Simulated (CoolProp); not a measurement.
Values from CoolProp's reference Helmholtz-energy equation of state, Zhou 2011.

Q: For dimethyl carbonate, give the phase and the cv (kJ/(kg K)), speed of sound (m/s), isothermal compressibility (1/MPa), fugacity coefficient at 435.4 K and 0.293 MPa.

A: 
- 435.4 K and 0.293 MPa: gas; cv 1.45, speed of sound 198, isothermal compressibility 3.59, fugacity coefficient 0.955
